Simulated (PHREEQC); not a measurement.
A solution holds 0.01 mol Al2(SO4)3, 4.5e-05 mol CuCl2 and 0.013 mol HCl per kg of water, at 60 °C. Closed to the air; pH follows from the charge balance.

Model: ion-association model, phreeqc.dat, run in PHREEQC.

```
Property                  Result
----------------  --------------
pH                          2.19
ionic strength    0.0523 mol/kgw
total alkalinity    -13.0 meq/kg
```

```tsv
species	molality	activity	log γ
AlSO4+	0.0145	0.0117	-0.093
Cl-	0.0131	0.0105	-0.097
H+	0.00759	0.00641	-0.074
SO4-2	0.00687	0.00298	-0.363
HSO4-	0.00541	0.00436	-0.093
Al+3	0.00384	0.000830	-0.665
Al(SO4)2-	0.00158	0.00128	-0.093
Cu+2	3.18e-5	1.45e-5	-0.342
AlHSO4+2	2.46e-5	1.04e-5	-0.372
AlOH+2	2.42e-5	1.08e-5	-0.353
CuSO4	1.08e-5	1.09e-5	0.005
CuCl+	2.36e-6	1.89e-6	-0.096
Al(OH)2+	1.94e-7	1.58e-7	-0.088
CuCl2	1.47e-8	1.49e-8	0.005
```

No solid was allowed to form. At this temperature some constants are extrapolated from 25 °C, and those without enthalpy data are left unchanged.
